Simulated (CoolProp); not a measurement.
A closed Brayton cycle with carbon dioxide: compressor inlet 330.15 K and 7.6 MPa, high pressure 19.4 MPa, turbine inlet 695 K, compressor efficiency 0.89, turbine efficiency 0.9, recuperator effectiveness 0.95 (on enthalpy, no pinch check). Each further row changes one setting.

Model: reference Helmholtz-energy equation of state, Span 1996, in CoolProp.

```csv
case,thermal efficiency (%),net work (kJ/kg),compressor to turbine work,compressor exit (K),turbine exit (K)
as stated,28.8,50.2,0.50,412.9,593.8
turbine inlet 645 K,25.4,…,0.55,412.9,…
compressor inlet 340.15 K,…,…,0.55,…,593.8
high pressure 16.5 MPa,29.0,…,0.48,398.1,…
recuperator effectiveness 0.5,…,50.2,0.50,412.9,593.8
```

**Question.** Fill in the missing entries.

**Answer.** 
- turbine inlet 645 K, net work (kJ/kg): 41.3
- turbine inlet 645 K, turbine exit (K): 547.7
- compressor inlet 340.15 K, thermal efficiency (%): 27.2
- compressor inlet 340.15 K, net work (kJ/kg): 45.4
- compressor inlet 340.15 K, compressor exit (K): 426.4
- high pressure 16.5 MPa, net work (kJ/kg): 44.1
- high pressure 16.5 MPa, turbine exit (K): 611.0
- recuperator effectiveness 0.5, thermal efficiency (%): 18.8
